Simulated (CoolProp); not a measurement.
2000 sccm (0 °C, 1 atm) of nitrogen bubbles through liquid water at 332 K and leaves saturated at a total pressure of 0.15 MPa (ideal gas phase). Each further row changes one setting.

The numbers come from the reference Helmholtz-energy equation of state, Wagner 2002 in CoolProp.

```
case                    vapour pressure (kPa)  mole fraction of vapour  delivery (mg/min)  delivery (sccm)  change of delivery for a bath 1 K warmer (%)
----------------------  ---------------------  -----------------------  -----------------  ---------------  --------------------------------------------
as stated                                18.9                    0.126                232              [?]                                           5.5
bath temperature 337 K                    [?]                      [?]                303              377                                           5.5
total pressure 0.3 MPa                   18.9                      [?]                [?]              135                                           5.1
```

Task: Complete the blanks.

Result: 
- as stated, delivery (sccm): 288
- bath temperature 337 K, vapour pressure (kPa): 23.8
- bath temperature 337 K, mole fraction of vapour: 0.159
- total pressure 0.3 MPa, mole fraction of vapour: 0.0630
- total pressure 0.3 MPa, delivery (mg/min): 108
